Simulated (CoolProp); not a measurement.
200 sccm (0 °C, 1 atm) of nitrogen bubbles through liquid n-undecane at 334.4 K and leaves saturated at a total pressure of 0.0148 MPa (ideal gas phase). Each further row changes one setting.

Computed with CoolProp (reference Helmholtz-energy equation of state, Aleksandrov 2011). It is a short technical equation, of lower accuracy than the large ones.

```tsv
case	vapour pressure (kPa)	mole fraction of vapour	delivery (mg/min)	delivery (sccm)	change of delivery for a bath 1 K warmer (%)
as stated	0.637	?	62.8	?	6.2
bath temperature 339.4 K	0.845	?	?	?	6.0
total pressure 0.0296 MPa	0.637	0.0215	30.7	4.40	6.0
```

### Question
Fill in the missing entries.

### Answer

- as stated, mole fraction of vapour: 0.0431
- as stated, delivery (sccm): 9.00
- bath temperature 339.4 K, mole fraction of vapour: 0.0571
- bath temperature 339.4 K, delivery (mg/min): 84.4
- bath temperature 339.4 K, delivery (sccm): 12.1
